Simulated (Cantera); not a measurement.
Charge: 1 mol C3H8, 61 mol H2, equilibrated at 2375 °C and 21.0 bar.

Method: chemical equilibrium by Gibbs-energy minimisation in Cantera with the NASA 1993 tables (ideal gas, pure condensed phases). Candidate condensed phases: C, C6H6, C7H8, C8H18; 76 gas species. Equilibrium is a limit: real reactors are often held back by kinetics, nucleation or transport.

Base state: H2 0.968, C2H2 (acetylene) 0.0189, H 0.00999, CH4 0.00236, CH3 0.000423, C2H4 0.000170, C4H2 0.000153, C2H2 (vinylidene) 2.36e-5 (mole fractions); condensed: C(graphite).

Task: What changes in the equilibrium state with this change: temperature from 2375 °C to 2250 °C?

Result: 
```csv
species,before,after
H2,0.968,0.979
C2H2 (acetylene),0.0189,0.0117
H,0.00999,0.00600
C2H,1.88e-5,5.39e-6
C4H2,0.000153,5.74e-5
C2H2 (vinylidene),2.36e-5,9.82e-6
"C(graphite), mol",0.282,1.23
```

Task: What changes in the equilibrium state with this change: pressure from 21.0 bar to 1.33 mbar?

Result: 
```json
[
 {"species": "H", "before": "0.00999", "after": "0.693"},
 {"species": "H2", "before": "0.968", "after": "0.296"},
 {"species": "C2H2 (acetylene)", "before": "0.0189", "after": "0.00576"},
 {"species": "CH4", "before": "0.00236", "after": "1.40e-8"},
 {"species": "C2H4", "before": "0.000170", "after": "1.01e-9"},
 {"species": "C2", "before": "1.97e-8", "after": "0.000310"},
 {"species": "C", "before": "5.42e-8", "after": "0.000853"},
 {"species": "C(graphite), mol", "before": "0.282", "after": "0.420"}
]
```

Task: What changes in the equilibrium state with this change: temperature from 2375 °C to 1975 °C?

Result: 
```csv
species,before,after
H2,0.968,0.990
CH4,0.00236,0.00489
C2H2 (acetylene),0.0189,0.00328
H,0.00999,0.00160
C2H,1.88e-5,2.09e-7
C4H2,0.000153,4.44e-6
C2H2 (vinylidene),2.36e-5,9.86e-7
"C(graphite), mol",0.282,2.23
```
